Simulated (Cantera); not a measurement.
An adiabatic, constant-volume homogeneous reactor starts with CH4 : O2 : N2 = 1 : 4.65 : 22.8 (molar parts), equivalence ratio 0.43, at 1400 K and 1000000 Pa.

Model: GRI-Mech 3.0 (53 species, 325 reactions), integrated in Cantera.

x: mole fraction; the columns are a selection and need not sum to one.

```tsv
t (s)	T (K)	P (bar)	x CH4	x O2	x CO	x C2H6	x H2O2	x HCN
8.00e-6	1400	10.00	0.0351	0.163	2.17e-10	7.50e-10	…	<1e-12
2.33e-5	1400	10.00	0.0351	0.163	7.56e-9	3.28e-8	…	<1e-12
6.79e-5	1400	10.0	0.0351	0.163	4.93e-7	2.67e-6	…	<1e-12
0.000198	1403	10.0	0.0346	0.163	3.99e-5	9.19e-5	4.42e-7	<1e-12
0.000577	2337	16.7	<1e-12	0.0923	0.000411	<1e-12	4.14e-7	<1e-12
0.00168	2335	16.7	<1e-12	0.0919	0.000407	<1e-12	4.11e-7	<1e-12
0.00490	2330	16.7	<1e-12	0.0910	0.000397	<1e-12	4.03e-7	<1e-12
0.0143	2320	16.6	<1e-12	0.0892	0.000378	<1e-12	3.89e-7	<1e-12
0.0416	2311	16.5	<1e-12	0.0875	0.000361	<1e-12	3.76e-7	<1e-12
0.121	2309	16.5	<1e-12	0.0872	0.000359	<1e-12	3.74e-7	<1e-12
0.353	2309	16.5	<1e-12	0.0872	0.000359	<1e-12	3.74e-7	<1e-12
1.03	2309	16.5	<1e-12	0.0872	0.000359	<1e-12	3.74e-7	<1e-12
3.00	2309	16.5	<1e-12	0.0872	0.000359	<1e-12	3.74e-7	<1e-12
```

Complete the blanks.


- 8.00e-6, x H2O2: 1.09e-8
- 2.33e-5, x H2O2: 3.79e-8
- 6.79e-5, x H2O2: 9.70e-8
